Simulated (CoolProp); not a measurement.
The numbers come from the reference Helmholtz-energy equation of state, Gao 2022 in CoolProp.

**Question.** For n-perfluoropentane, give the phase and the cv (kJ/(kg K)), Joule-Thomson coefficient (K/MPa) at 500 K and 0.193 MPa; 500 K and 2.71 MPa.

**Answer.** 
- 500 K and 0.193 MPa: gas; cv 1.02, Joule-Thomson coefficient 4.82
- 500 K and 2.71 MPa: supercritical; cv 1.04, Joule-Thomson coefficient 6.06
